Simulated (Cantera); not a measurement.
Charge: 1 mol Si₃N₄, 0.65 mol H₂, equilibrated at 2275 K and 1 atm.

These are equilibrium values from Cantera (NASA tables, ideal gas, pure condensed phases), not measurements of a reactor. Candidate condensed phases: Si, Si₃N₄; 18 gas species. The tables' values for SiN are old estimates; treat these amounts as uncertain. Gases not in the tables: Si₂H₆ and higher silanes. Equilibrium is a limit: real reactors are often held back by kinetics, nucleation or transport.

### Question
What is the equilibrium state?

### Answer
```json
{
 "x(N₂)": "0.752",
 "x(H₂)": "0.242",
 "x(H)": "0.00415",
 "x(Si)": "0.000735",
 "x(SiH)": "0.000140",
 "x(SiH₂)": "0.000101",
 "x(Si₂N)": "9.79e-5",
 "x(SiN)": "9.40e-5",
 "x(Si₂)": "1.36e-5",
 "n(Si(l))": "3.00 mol",
 "gas_amount": "2.658 mol"
}
```
